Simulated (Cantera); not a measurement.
Mixture: CH4 : CO : O2 : N2 = 1 : 0.064 : 1.27 : 4.78 (molar parts), equivalence ratio 1.6, at 2.70 bar, adiabatic and at constant volume. Ignition delay is the time to a rise of 400 K.

Detailed kinetics in Cantera: GRI-Mech 3.0 (53 species, 325 reactions).

### Question
What does this change do: CH4 1 to 0.53 parts?

### Answer
| quantity | before | after |
|---|---|---|
| delay at 1050 K | 0.241 s | 0.178 s |
| delay at 1125 K | 73.4 ms | 53.9 ms |
| delay at 1200 K | 24.7 ms | 18.0 ms |
| delay at 1275 K | 8.99 ms | 6.57 ms |
| delay at 1350 K | 3.51 ms | 2.58 ms |
| delay at 1425 K | 1.46 ms | 1.09 ms |
| delay at 1500 K | 0.642 ms | 0.495 ms |
| apparent activation energy between 1350 and 1500 K | 190 kJ/mol | 190 kJ/mol |

### Question
What does this change do: CO 0.064 to 0.17 parts?

### Answer
```tsv
quantity	before	after
delay at 1050 K	0.241 s	0.299 s
delay at 1125 K	73.4 ms	87.1 ms
delay at 1200 K	24.7 ms	28.2 ms
delay at 1275 K	8.99 ms	9.99 ms
delay at 1350 K	3.51 ms	3.81 ms
delay at 1425 K	1.46 ms	1.55 ms
delay at 1500 K	0.642 ms	0.672 ms
apparent activation energy between 1350 and 1500 K	190 kJ/mol	190 kJ/mol
```
